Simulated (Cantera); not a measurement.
Input (Python, Cantera):

```python
import numpy as np
import cantera as ct

gas = ct.Solution("gri30.yaml")
gas.TPX = 1725, 510000, {'CH4': 1, 'O2': 1.67, 'N2': 6.27}
reactor = ct.IdealGasReactor(gas, energy="on", clone=False)
net = ct.ReactorNet([reactor])
net.rtol, net.atol = 1e-08, 1e-16
show = ['CH4', 'O2', 'NO', 'HO2', 'OH', 'HCN', 'C2H']
times = np.geomspace(1e-05, 0.5, 12)

steps = ct.SolutionArray(gas, extra=["t"])
rows = []
print(f"{'t/s':>10s}{'T/K':>9s}{'P/Pa':>11s}" + "".join(f"{s:>11s}" for s in show))
for t in times:
    while net.time < t:
        t_next = net.step()
        steps.append(gas.state, t=t_next)
    rows.append([np.interp(t, steps.t, y) for y in (steps.T, steps.P, *steps(*show).X.T)])
    print(f"{t:10.3e}{rows[-1][0]:9.1f}{rows[-1][1]:11.4g}" + "".join(f"{x:11.3e}" for x in rows[-1][2:]))
rate = np.gradient(steps.T, steps.t)
print("integrator steps:", len(steps.t))
if steps.T.max() > steps.T[0] + 200:
    print(f"time of steepest temperature rise: {steps.t[rate.argmax()]:.4e} s")
gas.TPX = 1725, 510000, {'CH4': 1, 'O2': 1.67, 'N2': 6.27}
gas.equilibrate("UV")
print(f"equilibrium (UV): T = {gas.T:.1f} K  " + "  ".join(f"{s} {gas[s].X[0]:.3e}" for s in show))
```

Output:

```
       t/s      T/K       P/Pa        CH4         O2         NO        HO2         OH        HCN        C2H
 1.000e-05   1724.7    5.1e+05  1.112e-01  1.865e-01  6.230e-12  2.290e-05  2.464e-06  4.266e-13  2.839e-14
 2.674e-05   1740.2  5.149e+05  1.066e-01  1.839e-01  7.570e-11  8.058e-05  1.381e-05  1.501e-11  2.929e-11
 7.151e-05   3167.1   1.01e+06  8.142e-13  9.892e-03  5.786e-03  1.249e-05  2.402e-02  3.447e-08  3.955e-16
 1.912e-04   3155.5  1.006e+06  8.984e-13  8.771e-03  1.053e-02  1.118e-05  2.279e-02  5.490e-08  4.012e-16
 5.113e-04   3155.3  1.006e+06  8.994e-13  8.758e-03  1.059e-02  1.117e-05  2.278e-02  5.516e-08  4.013e-16
 1.367e-03   3155.3  1.006e+06  8.994e-13  8.758e-03  1.059e-02  1.117e-05  2.278e-02  5.516e-08  4.013e-16
 3.657e-03   3155.3  1.006e+06  8.994e-13  8.758e-03  1.059e-02  1.117e-05  2.278e-02  5.516e-08  4.013e-16
 9.778e-03   3155.3  1.006e+06  8.994e-13  8.758e-03  1.059e-02  1.117e-05  2.278e-02  5.516e-08  4.013e-16
 2.615e-02   3155.3  1.006e+06  8.994e-13  8.758e-03  1.059e-02  1.117e-05  2.278e-02  5.516e-08  4.013e-16
 6.992e-02   3155.3  1.006e+06  8.994e-13  8.758e-03  1.059e-02  1.117e-05  2.278e-02  5.516e-08  4.013e-16
 1.870e-01   3155.3  1.006e+06  8.994e-13  8.758e-03  1.059e-02  1.117e-05  2.278e-02  5.516e-08  4.013e-16
 5.000e-01   3155.3  1.006e+06  8.994e-13  8.758e-03  1.059e-02  1.117e-05  2.278e-02  5.516e-08  4.013e-16
integrator steps: 1793
time of steepest temperature rise: 4.6107e-05 s
equilibrium (UV): T = 3155.3 K  CH4 1.109e-12  O2 8.758e-03  NO 1.059e-02  HO2 1.117e-05  OH 2.278e-02  HCN 5.516e-08  C2H 4.220e-16
```

Detailed kinetics in Cantera: GRI-Mech 3.0 (53 species, 325 reactions). Above 3000 K some thermodynamic fits are extrapolated.
